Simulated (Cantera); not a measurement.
## Thermodynamics of silicon etching in halogen gases, feed Si + Cl2 + N2

Feed: 1 mol Si, a varied amount of Cl2, 2.5 mol N2, at 1225 K and 0.00200 bar.

These are equilibrium values from Cantera (NASA tables, ideal gas, pure condensed phases), not measurements of a reactor. Candidate condensed phases: Si, Si3N4; 13 gas species. N2 is the only nitrogen source here; it is nearly inert below about 1500 K, so the nitride shown seldom forms there in practice. The tables' values for SiCl3 are old estimates; treat these amounts as uncertain. The numbers say what is thermodynamically allowed, not how fast it happens.

| n(Cl2) (mol) | x N2 | x SiCl4 | x Cl2 | x Cl | x SiCl3 | x SiCl2 | n Si3N4(s) |
|---|---|---|---|---|---|---|---|
| 0.5 | 0.885 | 0.101 | 4.34e-9 | 8.99e-6 | 0.00859 | 0.00579 | 0.246 |
| 0.83 | 0.831 | 0.150 | 5.18e-9 | 9.82e-6 | 0.0117 | 0.00722 | 0.189 |
| 1.2 | 0.783 | 0.194 | 5.78e-9 | 1.04e-5 | 0.0143 | 0.00837 | 0.126 |
| 1.5 | 0.752 | 0.223 | 6.11e-9 | 1.07e-5 | 0.0160 | 0.00910 | 0.0744 |
| 1.8 | 0.725 | 0.248 | 6.36e-9 | 1.09e-5 | 0.0174 | 0.00970 | 0.0229 |
| 2.2 | 0.666 | 0.267 | 0.0397 | 0.0272 | 7.51e-6 | 1.67e-9 | 0 |
| 2.5 | 0.611 | 0.245 | 0.101 | 0.0433 | 4.33e-6 | 6.05e-10 | 0 |
| 2.8 | 0.566 | 0.226 | 0.154 | 0.0536 | 3.23e-6 | 3.65e-10 | 0 |
| 3.2 | 0.515 | 0.206 | 0.216 | 0.0634 | 2.49e-6 | 2.38e-10 | 0 |
| 3.5 | 0.483 | 0.193 | 0.255 | 0.0689 | 2.15e-6 | 1.88e-10 | 0 |
x: gas mole fraction; n: condensed amount in mol.

From 0.5 mol Cl2 to 1.8 mol Cl2 the condensed part is Si3N4(s). From 2.2 mol Cl2 to 3.5 mol Cl2 nothing is condensed. The main Si-bearing gas is SiCl4 throughout.
